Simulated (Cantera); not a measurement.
A perfectly stirred reactor is fed with CH₄ : O₂ : N₂ = 0.0057 : 0.0025 : 1 (molar parts), at 6.40 bar; it is held at 1300 K, and followed from long to short residence time.

Computed with Cantera and GRI-Mech 3.0 (53 species, 325 reactions).

### Question
Predict: x(CH₄) at τ = 8.50 s; x(O₂) at τ = 8.50 s; x(CH₂O) at τ = 8.50 s; x(CH₄) at τ = 0.240 s; x(O₂) at τ = 0.240 s; x(CH₂O) at τ = 0.240 s.

### Answer
```json
{
 "x(CH₄) at τ = 8.50 s": "0.00316",
 "x(O₂) at τ = 8.50 s": "0.000208",
 "x(CH₂O) at τ = 8.50 s": "1.54e-6",
 "x(CH₄) at τ = 0.240 s": "0.00531",
 "x(O₂) at τ = 0.240 s": "0.00229",
 "x(CH₂O) at τ = 0.240 s": "1.38e-5"
}
```
